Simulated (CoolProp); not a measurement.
Vapour-liquid equilibrium of R22 (1) + methanol (2) at 103 kPa; x and y are mole fractions of (1).

Computed with CoolProp (multi-fluid Helmholtz-energy mixture model, Kamei 1995 and de Reuck 1993; pair parameters Bell 2016).

| x | bubble temperature, mixture model (K) | bubble temperature, Raoult's law (K) | y, mixture model | y, Raoult's law |
|---|---|---|---|---|
| 0.05 | 298.7 | 310.9 | 0.834 | 0.705 |
| 0.2 | 261.0 | 273.2 | 0.985 | 0.968 |
| 0.35 | 249.5 | 257.7 | 0.994 | 0.991 |
| 0.5 | 243.5 | 248.6 | 0.997 | 0.996 |
| 0.65 | 239.7 | 242.3 | 0.998 | 0.999 |
| 0.8 | 236.7 | 237.6 | 0.999 | 0.999 |
| 0.95 | 233.8 | 233.8 | 1.000 | 1.000 |

The largest gap from Raoult's law is -12.2 K in bubble temperature, at x = 0.2. No azeotrope shows between x = 0.05 and 0.95.

The pair parameters rest on a limited set of measurements; away from them the model extrapolates.
